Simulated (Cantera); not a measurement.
An isothermal, constant-pressure homogeneous reactor starts with CH2O : O2 : N2 = 0.0083 : 0.019 : 1 (molar parts), at 1623 K and 10.0 bar.

Computed with Cantera and GRI-Mech 3.0 (53 species, 325 reactions).

x: mole fraction; the columns are a selection and need not sum to one.

```csv
t (s),x CH2O,x O2,x NO2,x H,x CO2,x H2O,x C2H4
8.00e-5,1.42e-11,0.0120,1.94e-8,8.27e-5,0.00450,0.00777,<1e-12
0.000352,<1e-12,0.0108,4.40e-8,1.04e-5,0.00727,0.00797,<1e-12
0.00155,<1e-12,0.0104,4.90e-8,4.08e-7,0.00802,0.00805,<1e-12
0.00684,<1e-12,0.0104,…,…,0.00808,0.00807,<1e-12
0.0301,<1e-12,0.0104,1.09e-8,1.03e-8,0.00808,0.00807,<1e-12
0.133,<1e-12,0.0104,1.11e-8,1.03e-8,0.00808,0.00807,<1e-12
0.585,<1e-12,0.0104,1.22e-8,1.03e-8,0.00808,0.00807,<1e-12
2.58,<1e-12,0.0104,1.70e-8,1.03e-8,0.00808,0.00807,<1e-12
11.3,<1e-12,0.0104,3.81e-8,1.03e-8,0.00808,0.00807,<1e-12
50.0,<1e-12,0.0104,…,1.03e-8,0.00808,0.00807,<1e-12
```

Q: Some entries are withheld; supply them.

A: 
- 0.00684, x NO2: 1.44e-8
- 0.00684, x H: 1.80e-8
- 50.0, x NO2: 1.29e-7
